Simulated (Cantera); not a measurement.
Feed: 1 mol SiH4, 1.2 mol C2H2, 170 mol H2, at 1175 K and 1.00 bar.

Equilibrium computed with Cantera from the NASA thermochemical tables; the gas is ideal and each condensed phase is pure. Candidate condensed phases: C, C6H6, C7H8, C8H18, Si, SiC; 87 gas species. The numbers say what is thermodynamically allowed, not how fast it happens.

Base state: H2 0.992, CH4 0.00815 (mole fractions); condensed: SiC(s).

Problem. What changes in the equilibrium state with this change: temperature from 1175 K to 1425 K?

Solution. 
```csv
species,before,after
H2,0.992,0.996
CH4,0.00815,0.00374
"SiC(s), mol",1.00,1.000
"C(graphite), mol",0,0.753
```

Problem. What changes in the equilibrium state with this change: pressure from 1.00 bar to 0.00520 bar?

Solution. 
| species | before | after |
|---|---|---|
| H2 | 0.992 | 1.000 |
| CH4 | 0.00815 | 9.96e-5 |
| SiC(s), mol | 1.00 | 1.00 |
| C(graphite), mol | 0 | 1.38 |

Problem. What changes in the equilibrium state with this change: C2H2 from 1.2 to 0.13 mol?

Solution. 
```
species       before    after
-----------  -------  -------
H2             0.992    1.000
CH4          0.00815  2.76e-5
SiC(s), mol     1.00    0.255
Si(s), mol         0    0.745
```
Mutual solubility and eutectic melting of coexisting phases are not modelled.
